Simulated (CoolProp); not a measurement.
Carbon monoxide at 298.15 K and 0.461 MPa is throttled through a valve to 0.139 MPa with no heat exchange. Each further row changes one setting.

Values from CoolProp's reference Helmholtz-energy equation of state, Lemmon 2006. It is a short technical equation, of lower accuracy than the large ones.

| case | temperature change (K) | final density (kg/m³) |
|---|---|---|
| as stated | -0.8 | 1.58 |
| outlet pressure 0.0417 MPa | (withheld) | (withheld) |
| outlet pressure 0.181 MPa | (withheld) | (withheld) |

Task: Fill in the missing entries.

Result: 
- outlet pressure 0.0417 MPa, temperature change (K): -1.1
- outlet pressure 0.0417 MPa, final density (kg/m³): 0.473
- outlet pressure 0.181 MPa, temperature change (K): -0.7
- outlet pressure 0.181 MPa, final density (kg/m³): 2.05
